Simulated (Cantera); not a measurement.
An isothermal, constant-pressure homogeneous reactor starts with H2 : O2 = 0.017 : 1 (molar parts), equivalence ratio 0.0085, at 925 K and 10.00 Torr. Integrator tolerance rtol = 1e-08.

Cantera simulation using the H2/O2 subset of GRI-Mech 3.0, which has no nitrogen chemistry; the numbers are that mechanism's predictions, not measurements. Radical loss at walls, strong at low pressure, is not modelled. Below about 950 K walls govern HO2 and H2O2 in real vessels.

What does this change do: temperature 925 to 1473 K?


```
quantity                                             before                                      after
-----------------  ----------------------------------------  -----------------------------------------
x(H2) at 10.0 s    6.05e-9 (gas-phase equilibrium 1.16e-12)    5.66e-7 (gas-phase equilibrium 1.94e-7)
x(O2) at 10.0 s         0.983 (gas-phase equilibrium 0.983)        0.983 (gas-phase equilibrium 0.983)
x(O) at 10.0 s     3.65e-7 (gas-phase equilibrium 1.16e-10)    7.06e-5 (gas-phase equilibrium 2.41e-5)
x(OH) at 10.0 s     2.38e-6 (gas-phase equilibrium 4.20e-8)  0.000187 (gas-phase equilibrium 0.000110)
x(H2O2) at 10.0 s  1.93e-9 (gas-phase equilibrium 1.93e-12)  6.35e-10 (gas-phase equilibrium 3.41e-10)
```
